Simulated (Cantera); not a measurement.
Charge: 1 mol HgO, 0.072 mol H2, a varied amount of N2, at 650 K and 36.0 mbar.

Cantera equilibrium calculation (NASA polynomials, part measured and part estimated; ideal gas, pure solids and liquids). Candidate condensed phases: H2O, Hg, HgO; 25 gas species. Kinetics and transport are ignored.

log p: log10 of the partial pressure in bar; nothing condenses.

```tsv
n(N2) (mol)	log p N2	log p Hg	log p O2	log p H2O	log p NO	log p NO2
1	-1.85	-1.85	-2.18	-2.99	-8.70	-9.08
1.5	-1.75	-1.93	-2.26	-3.07	-8.69	-9.11
2.2	-1.67	[?]	[?]	[?]	-8.70	[?]
3.1	-1.62	-2.11	-2.44	-3.25	-8.72	-9.23
4.5	-1.57	-2.22	-2.56	-3.37	-8.75	-9.32
6.6	-1.53	[?]	[?]	[?]	-8.80	[?]
9.5	-1.51	-2.49	-2.82	-3.63	-8.85	-9.55
14	-1.49	-2.64	-2.97	-3.78	-8.91	-9.69
20	-1.48	-2.78	-3.11	-3.92	-8.98	-9.83
29	-1.47	-2.93	-3.26	-4.07	-9.05	-9.97
```

**Question.** What belongs in the gaps?

**Answer.** 
- 2.2, log p Hg: -2.02
- 2.2, log p O2: -2.35
- 2.2, log p H2O: -3.16
- 2.2, log p NO2: -9.16
- 6.6, log p Hg: -2.35
- 6.6, log p O2: -2.69
- 6.6, log p H2O: -3.50
- 6.6, log p NO2: -9.43
